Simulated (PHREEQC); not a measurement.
Leach liquor: speciation

Dissolve 0.0011 mol H2SO4, 0.036 mol Li2SO4 and 0.3 mol MnSO4 per kg of water at 90 °C. Closed to the air; pH follows from the charge balance.

The numbers come from PHREEQC with the ion-association model, wateq4f.dat.

Each row changes one thing in this solution. This is a speciation only: nothing precipitates in the calculation.

| case | pH | ionic strength (mol/kgw) | MnSO4 (mol/kgw) | SO4-2 (mol/kgw) | Mn+2 (mol/kgw) | HSO4- (mol/kgw) |
|---|---|---|---|---|---|---|
| as made | 3.95 | 0.491 | 0.201 | 0.128 | 0.0991 | 0.00205 |
| H2SO4 from 0.0011 to 0.00099 mol/kgw | 4.00 | 0.491 | 0.201 | 0.128 | 0.0991 | 0.00185 |
| diluted 100-fold with water | 4.96 | 0.00916 | 0.000981 | 0.00237 | 0.00202 | 1.01e-5 |
| Li2SO4 left out | 3.89 | 0.415 | 0.196 | 0.103 | 0.104 | 0.00203 |
| Li2SO4 from 0.036 to 0.36 mol/kgw | 4.23 | 1.23 | 0.209 | 0.341 | 0.0912 | 0.00212 |
| MnSO4 from 0.3 to 0.06 mol/kgw | 3.72 | 0.183 | 0.0390 | 0.0521 | 0.0210 | 0.00195 |
| H2SO4 replaced by NH4HSO4 at the same molality | 4.25 | 0.491 | 0.201 | 0.128 | 0.0989 | 0.00103 |
| temperature from 90 to 10 °C | 3.36 | 0.731 | 0.140 | 0.186 | 0.161 | 0.00163 |

The ionic strength passes 0.7 mol/kgw, the rough limit of the ion-association models, in Li2SO4 from 0.036 to 0.36 mol/kgw; temperature from 90 to 10 °C. Constants without temperature data keep their 25 °C values here.
